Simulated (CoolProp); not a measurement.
Vapour-liquid equilibrium of n-heptane (1) + m-xylene (2) at 397 K; x and y are mole fractions of (1).

Computed with CoolProp (multi-fluid Helmholtz-energy mixture model, Span 2003 and Zhou 2012; pair parameters Bell 2016).

| x | bubble pressure (MPa) | y at the bubble point | dew pressure at overall composition x (MPa) | liquid density (mol/L) |
|---|---|---|---|---|
| 0.05 | 0.07555 | 0.164 | 0.06877 | 7.178 |
| 0.2 | 0.1004 | 0.456 | 0.07800 | 6.952 |
| 0.35 | 0.1218 | 0.623 | 0.08984 | 6.734 |
| 0.5 | 0.1412 | 0.738 | 0.1054 | 6.525 |
| 0.65 | 0.1596 | 0.829 | 0.1260 | 6.324 |
| 0.8 | 0.1779 | 0.907 | 0.1534 | 6.129 |
| 0.95 | 0.1963 | 0.978 | 0.1888 | 5.941 |

No azeotrope shows between x = 0.05 and 0.95.

Pair parameters are fitted to limited data, so mixtures are less certain than the pure fluids.
